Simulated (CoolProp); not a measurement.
Vapour-liquid equilibrium of R134a (1) + R123 (2) at -39.75 °C; x and y are mole fractions of (1).

The numbers come from the multi-fluid Helmholtz-energy mixture model, Tillner-Roth 1994 and Younglove 1994; pair parameters Bell 2016 in CoolProp.

```csv
x,"bubble pressure, mixture model (bar)","bubble pressure, Raoult's law (bar)","y, mixture model","y, Raoult's law"
0.05,…,0.06048,0.527,0.429
0.15,0.1431,0.1087,…,0.716
0.25,0.2054,0.1570,0.863,0.826
0.35,0.2598,0.2052,0.903,0.885
0.45,…,0.2535,0.927,0.921
0.55,0.3480,0.3017,0.944,0.946
0.65,0.3853,0.3500,0.957,0.964
0.75,0.4210,0.3982,0.969,0.977
0.85,…,0.4465,0.980,0.988
0.95,0.4970,0.4947,0.993,0.996
```

Complete the blanks.


- 0.05, bubble pressure, mixture model (bar): 0.07338
- 0.15, y, mixture model: 0.781
- 0.45, bubble pressure, mixture model (bar): 0.3069
- 0.85, bubble pressure, mixture model (bar): 0.4573

The largest gap from Raoult's law is +31.6 % in bubble pressure, at x = 0.15. No azeotrope shows between x = 0.05 and 0.95.

The pair parameters rest on a limited set of measurements; away from them the model extrapolates.
